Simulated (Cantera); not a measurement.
Premixed flame

A freely propagating, adiabatic, planar premixed flame of 26.6 % H₂, 14.9 % O₂, 56.1 % N₂, 2.34 % H₂O, equivalence ratio 0.89, unburnt at 398 K and 10.0 bar; mixture-averaged transport, grid criteria slope 0.08 and curve 0.16, no radiation.

Cantera simulation using the H2/O2 subset of GRI-Mech 3.0, which has no nitrogen chemistry; the numbers are that mechanism's predictions, not measurements. The hydrogen kinetics of GRI-Mech 3.0 are dated; newer H2 mechanisms differ, most at raised pressure. Burning velocities carry a grid error of a few per cent, more on coarse grids.

| z (mm) | T (K) | u (m/s) | x H₂ | x O₂ | x H₂O | x H₂O₂ | x O | x HO₂ |
|---|---|---|---|---|---|---|---|---|
| -0.0865 | 398 | 1.47 | 0.265 | 0.150 | 0.0234 | 1.05e-8 | <1e-8 | 2.08e-8 |
| -0.0577 | 399 | 1.47 | 0.261 | 0.150 | 0.0236 | 1.53e-7 | <1e-8 | 3.00e-7 |
| -0.0433 | 402 | 1.47 | 0.255 | 0.152 | 0.0240 | 8.78e-7 | <1e-8 | 1.72e-6 |
| -0.0288 | 424 | 1.51 | 0.236 | 0.155 | 0.0263 | 1.07e-5 | 6.84e-8 | 2.17e-5 |
| -0.0144 | 637 | 2.14 | 0.175 | 0.155 | 0.0551 | 0.000184 | 5.62e-6 | 0.000634 |
| -0.00721 | 1021 | 3.35 | 0.125 | 0.134 | 0.111 | 0.000309 | 0.000165 | 0.00132 |
| 0 | 1463 | 4.75 | 0.0755 | 0.0971 | 0.186 | 5.55e-5 | 0.00123 | 0.000696 |
| 0.00721 | 1757 | 5.68 | 0.0412 | 0.0639 | 0.243 | 6.54e-6 | 0.00249 | 0.000314 |
| 0.0144 | 1924 | 6.21 | 0.0243 | 0.0455 | 0.272 | 4.30e-6 | 0.00290 | 0.000157 |
| 0.0288 | 2084 | 6.71 | 0.0133 | 0.0333 | 0.294 | 2.74e-6 | 0.00237 | 6.50e-5 |
| 0.0577 | 2197 | 7.05 | 0.00719 | 0.0284 | 0.307 | 1.71e-6 | 0.00125 | 2.61e-5 |
| 0.115 | 2259 | 7.22 | 0.00337 | 0.0263 | 0.315 | 1.06e-6 | 0.000560 | 1.09e-5 |
| 0.231 | 2282 | 7.29 | 0.00171 | 0.0257 | 0.318 | 7.76e-7 | 0.000304 | 6.24e-6 |
x: mole fraction of selected species; z is measured from the peak of heat release.

```json
{
  "laminar_burning_velocity": "147 cm/s",
  "thermal_thickness": "0.0288 mm",
  "peak x(H₂O₂)": "0.000314",
  "peak x(O)": "0.00290",
  "peak x(HO₂)": "0.00135",
  "grid_points": "114"
}
```
